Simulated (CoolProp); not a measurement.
Properties of dimethyl carbonate along the isobar 10100 kPa.

Values from CoolProp's reference Helmholtz-energy equation of state, Zhou 2011.

| T (°C) | phase | Z | cv (kJ/(kg K)) | fugacity coefficient |
|---|---|---|---|---|
| 54.95 | liquid | 0.3225 | 1.388 | 0.003864 |
| 88.55 | liquid | 0.3055 | 1.445 | 0.01259 |
| 122.15 | liquid | 0.2930 | 1.508 | 0.03191 |
| 155.65 | liquid | 0.2845 | 1.570 | 0.06688 |
| 189.25 | liquid | 0.2799 | 1.630 | 0.1216 |
| 222.85 | liquid | 0.2800 | 1.690 | 0.1974 |
| 256.35 | liquid | 0.2869 | 1.752 | 0.2920 |
| 289.95 | supercritical | 0.3087 | 1.817 | 0.3993 |
| 323.55 | supercritical | 0.3719 | 1.885 | 0.5065 |
